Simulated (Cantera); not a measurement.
**Thermodynamics of oxide etching and cleaning by halides, feed MgO + SiCl4 + O2**

Input: 1 mol MgO, 3 mol SiCl4, 18 mol O2, equilibrated at 775 K and 1000 Pa.

These are equilibrium values from Cantera (NASA tables, ideal gas, pure condensed phases), not measurements of a reactor. Candidate condensed phases: Mg, MgCl2, MgO, MgSiO3, Mg2SiO4, Si, SiO2; 20 gas species. Condensed phases not in the tables: alloys, solid solutions and most ternary compounds. Equilibrium is a limit: real reactors are often held back by kinetics, nucleation or transport.

- x(O2) = 0.714
- x(Cl2) = 0.286
- x(Cl) = 2.75e-5
- n(MgSiO3(s)) = 1.00 mol
- n(SiO2(α-quartz)) = 2.00 mol
- gas amount = 21.00 mol
- log10 activity of Mg(s) (absent) = -36.23
- log10 activity of Si(s) (absent) = -49.74
